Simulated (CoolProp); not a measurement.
The numbers come from the reference Helmholtz-energy equation of state, Lemmon 2006 in CoolProp. It is a short technical equation, of lower accuracy than the large ones.

Q: For carbonyl sulfide, give the phase and the cp (kJ/(kg K)), cv (kJ/(kg K)), isothermal compressibility (1/MPa), expansivity (1/kK) at 439.1 K and 5.37 MPa; 513.4 K and 5.37 MPa.

A: 
- 439.1 K and 5.37 MPa: gas; cp 1.04, cv 0.692, isothermal compressibility 0.238, expansivity 4.58
- 513.4 K and 5.37 MPa: gas; cp 0.941, cv 0.703, isothermal compressibility 0.209, expansivity 2.86
